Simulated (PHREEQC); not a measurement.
Make-up at 25 °C: 0.01 mol/kgw NH4HF2 and 0.0093 mol/kgw (NH4)2SiF6. Closed to the air; pH follows from the charge balance.

The numbers come from PHREEQC with the ion-association model, phreeqc.dat.

This is a speciation only: nothing precipitates in the calculation.

Predict the pH, ionic strength.

pH 3.16; ionic strength 0.0387 mol/kgw.

In which forms is F present?

SiF6-2 74 %, F- 14 %, HF 12 %, HF2- 0.9 % of the F.

SiF6-2 is the database's only silicon fluoride.
